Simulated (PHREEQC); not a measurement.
A solution holds 0.0046 mol HF and 0.21 mol NaF per kg of water, at 25 °C. Closed to the air; pH follows from the charge balance.

The numbers come from PHREEQC with the ion-association model, phreeqc.dat.

Each row changes one thing in this solution. Precipitation was switched off in this run.

```
case                               pH  ionic strength (mol/kgw)  F- (mol/kgw)  NaF (mol/kgw)  HF (mol/kgw)  HF2- (mol/kgw)
-------------------------------  ----  ------------------------  ------------  -------------  ------------  --------------
as made                          4.88                     0.199         0.197         0.0114       0.00262         0.00196
NaF from 0.21 to 0.231 mol/kgw   4.93                     0.218         0.216         0.0134       0.00252         0.00206
HF from 0.0046 to 0.023 mol/kgw  4.16                     0.199         0.190         0.0110        0.0133         0.00960
temperature from 25 to 50 °C     5.10                     0.199         0.197         0.0111       0.00249         0.00210
HF from 0.0046 to 0.046 mol/kgw  3.83                     0.200         0.181         0.0105        0.0271          0.0187
HF left out                      8.20                     0.199         0.199         0.0115       1.27e-6         9.62e-7
0.03 mol/kgw CO2 added           4.78                     0.199         0.195         0.0113       0.00328         0.00244
```

Species that the database lacks are ignored. At this temperature some constants are extrapolated from 25 °C, and those without enthalpy data are left unchanged.
